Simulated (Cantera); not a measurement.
Input (Python, Cantera) and output of one run.

```python
import numpy as np
import cantera as ct

gas_names = """
    HCL Cs F2 HF
""".split()
cond_names = """
    CsCL(a) CsCL(b) CsCL(L)
""".split()


# ... load() reads the species with a 1 bar reference pressure and builds the phases ...
species = {s.name: s for s in load("nasa_gas.yaml", gas_names) + load("nasa_condensed.yaml", cond_names)}
# Each term lists the table entries of one substance; the one whose range holds T is used.
reactions = {
    '2 HCl(g) + 2 Cs(g) + F2(g) = 2 CsCl + 2 HF(g)':
        [(-2, ['HCL']), (-2, ['Cs']), (-1, ['F2']), (2, ['CsCL(a)', 'CsCL(b)', 'CsCL(L)']), (2, ['HF'])],
}


def pick(names, T):
    return next(species[n] for n in names if species[n].thermo.min_temp <= T <= species[n].thermo.max_temp)


results = []
for label, terms in reactions.items():
    print(label)
    print("     T/K   dH/kJ  dS/(J/K)   dG/kJ   log10 K")
    for T in [300, 850, 1050, 1250, 1450, 1650, 1850]:
        used = [(nu, pick(names, T)) for nu, names in terms]
        dH = sum(nu * s.thermo.h(T) for nu, s in used) / 1e6
        dS = sum(nu * s.thermo.s(T) for nu, s in used) / 1e3
        dG = dH - T * dS / 1e3
        logK = -dG * 1e6 / (ct.gas_constant * T * np.log(10))
        results.append((label, T, dH, dS, dG, logK, [s.name for _, s in used]))
        print(f"{T:8g} {dH:8.1f} {dS:8.1f} {dG:8.1f} {logK:8.2f}")
```

It prints:

```
2 HCl(g) + 2 Cs(g) + F2(g) = 2 CsCl + 2 HF(g)
     T/K   dH/kJ  dS/(J/K)   dG/kJ   log10 K
     300  -1399.1   -377.7  -1285.8   223.88
     850  -1369.5   -327.1  -1091.4    67.07
    1050  -1324.7   -279.0  -1031.8    51.33
    1250  -1310.1   -266.3   -977.3    40.84
    1450  -1295.7   -255.5   -925.2    33.33
    1650  -1281.3   -246.2   -875.0    27.70
    1850  -1267.0   -238.0   -826.6    23.34
```

Source: NASA polynomial tables (part measured, part estimated), evaluated in Cantera. Condensed species are held in their standard states even where they would react or evaporate.
